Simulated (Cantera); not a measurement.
Charge: 1 mol acetone, 1.4 mol CO₂, held at 44.0 Pa.

Method: chemical equilibrium by Gibbs-energy minimisation in Cantera with the NASA 1993 tables (ideal gas, pure condensed phases). Candidate condensed phases: C, C₆H₆, C₇H₈, C₈H₁₈, H₂O; 110 gas species. The feed counts by its element totals alone. Rates play no part.

x: gas mole fraction; n: condensed amount in mol.

```
T (°C)   x CO   x H₂     x CO₂     x H₂O       x H  n C(graphite)
------  -----  -----  --------  --------  --------  -------------
527     0.540  0.445    0.0126   0.00247  9.21e-11          0.701
577     0.554  0.442         ?         ?         ?          0.625
627     0.558  0.441  0.000764  0.000263   3.70e-9          0.607
677     0.558  0.441  0.000230  0.000101   1.76e-8          0.602
727     0.559  0.441   7.79e-5   4.29e-5   7.19e-8          0.601
777     0.559  0.441   2.94e-5   1.97e-5   2.57e-7          0.600
827     0.559  0.441         ?         ?         ?          0.600
877     0.559  0.441   5.42e-6   5.09e-6   2.36e-6          0.600
927     0.559  0.441   2.60e-6   2.81e-6   6.25e-6          0.600
977     0.559  0.441   1.32e-6   1.63e-6   1.53e-5          0.600
1027    0.559  0.441   7.11e-7   9.89e-7   3.50e-5          0.600
1077    0.559  0.441   4.01e-7   6.21e-7   7.55e-5          0.600
1127    0.559  0.441   2.36e-7   4.04e-7  0.000154          0.600
```

**Question.** Fill in the missing entries.

**Answer.** 
- 577, x CO₂: 0.00291
- 577, x H₂O: 0.000760
- 577, x H: 6.49e-10
- 827, x CO₂: 1.21e-5
- 827, x H₂O: 9.70e-6
- 827, x H: 8.19e-7
